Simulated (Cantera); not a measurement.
Input: 1 mol Zr, 6.1 mol N2O, 270 mol H2, held at 1773.15 K and 10.0 Torr.

Method: chemical equilibrium by Gibbs-energy minimisation in Cantera with the NASA 1993 tables (ideal gas, pure condensed phases). Candidate condensed phases: H2O, Zr, ZrN, ZrO2; 28 gas species. Equilibrium is a limit: real reactors are often held back by kinetics, nucleation or transport.

Base state: H2 0.961, N2 0.0221, H2O 0.0148, H 0.00242 (mole fractions); condensed: ZrO2(tetragonal).

Q: What changes in the equilibrium state with this change: H2 from 270 to 3.3 mol?

A: 
```tsv
species	before	after
N2	0.0221	0.621
H2O	0.0148	0.335
O2	<1e-9	0.0398
H2	0.961	0.000607
NO	7.73e-9	0.00146
O	4.55e-9	0.000162
OH	2.31e-6	0.00208
H	0.00242	6.08e-5
ZrO2(tetragonal), mol	1.00	1.00
```
